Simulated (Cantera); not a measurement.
A Cantera script and what it prints.

```python
import numpy as np
import cantera as ct

gas_names = """
    N NO NO2 NO3 N2 N2O O O2 O3 Pb PbO Pb2
""".split()
cond_names = """
    Pb(cr) Pb(L) PbO(rd) PbO(yw) PbO(L) PbO2(s) Pb3O4(s)
""".split()


# ... load() reads the species with a 1 bar reference pressure and builds the phases ...
atoms = {
    'Pb': {'Pb': 1},
    'O2': {'O': 2},
    'N2': {'N': 2},
}
top_T = {'Pb3O4(s)': 820}  # K; cautious upper limits of use, not melting points


# ... equilibrate(T, P, feed) seeds the gas with the atoms and calls Mixture.equilibrate('TP', solver="vcs", rtol=1e-11, max_steps=5000) ...
results = []
feed = {'Pb': 1, 'O2': 1.6, 'N2': 2.5}  # mol
P = 5100  # Pa
for T in [1000, 1025, 1050, 1075, 1100, 1125, 1150, 1175, 1200, 1225, 1250, 1275]:
    mix = equilibrate(T, P, feed)
    results.append((T, P, feed, dict(zip(mix.species_names, mix.species_moles))))

top = {s: max(r[3][s] / sum(r[3][g] for g in gas_names) for r in results) for s in gas_names}
cols = sorted((s for s in top if top[s] > 1e-05), key=lambda s: -top[s])[:7]
seen = [c for c in cond_names if any(r[3].get(c, 0) > 1e-12 for r in results)]
print("log10 of partial pressures in bar; condensed amounts in mol")
print(f"{'T/K':>10s}" + "".join(f"{s[:9]:>10s}" for s in cols + seen))
for T, P, feed, n in results:
    ng = sum(n[g] for g in gas_names)
    print(f"{T:10.4g}" + "".join(f"{np.log10(max(n[s] / ng * P / 1e5, 1e-99)):10.3f}" for s in cols)
          + "".join(f"{n.get(c, 0):10.4g}" for c in seen))
```

It prints:

```
log10 of partial pressures in bar; condensed amounts in mol
       T/K        N2        O2       PbO        NO        Pb   PbO(yw)    PbO(L)
      1000    -1.451    -1.807    -6.516    -5.743   -10.114         1         0
      1025    -1.451    -1.807    -6.164    -5.627    -9.601         1         0
      1050    -1.451    -1.807    -5.830    -5.516    -9.114    0.9999         0
      1075    -1.451    -1.807    -5.511    -5.410    -8.650    0.9998         0
      1100    -1.451    -1.807    -5.208    -5.309    -8.208    0.9996         0
      1125    -1.451    -1.808    -4.919    -5.213    -7.785    0.9991         0
      1150    -1.451    -1.808    -4.643    -5.120    -7.382    0.9984         0
      1175    -1.451    -1.808    -4.395    -5.032    -7.012         0    0.9971
      1200    -1.451    -1.808    -4.166    -4.948    -6.667         0    0.9952
      1225    -1.452    -1.808    -3.947    -4.867    -6.336         0     0.992
      1250    -1.452    -1.809    -3.738    -4.790    -6.019         0     0.987
      1275    -1.453    -1.810    -3.538    -4.716    -5.715         0    0.9793
```

These are equilibrium values from Cantera (NASA tables, ideal gas, pure condensed phases), not measurements of a reactor. Gases not in the tables: (PbO)n polymers.
